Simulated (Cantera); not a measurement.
Cantera with NASA thermochemical tables; ideal gases at 1 bar, condensed phases pure. Values are per mole of reaction as written; species without (g) are pure solids or liquids, kept so even where they would boil at 1 bar.

SiCl₂(g) + Cl₂(g) ⇌ SiCl₄(g), with ΔH° = -494.1 kJ and ΔS° = -173.4 J/K at 300 K.

Q: How far is the shortcut ΔG° ≈ ΔH°(300 K) − T·ΔS°(300 K) from the full temperature-dependent value at 725, 825, 925, 1025, 1125, 1225, 1325 K?

A: 
```
T (K)  shortcut (kJ)  full (kJ)  difference (kJ)  difference in log10 K
-----  -------------  ---------  ---------------  ---------------------
725           -368.4     -370.0              1.6                  -0.12
825           -351.1     -353.5              2.4                  -0.15
925           -333.7     -337.1              3.4                  -0.19
1025          -316.4     -320.8              4.4                  -0.22
1125          -299.0     -304.6              5.6                  -0.26
1225          -281.7     -288.5              6.8                  -0.29
1325          -264.4     -272.5              8.2                  -0.32
```
The shortcut ignores the heat-capacity change of the reaction.
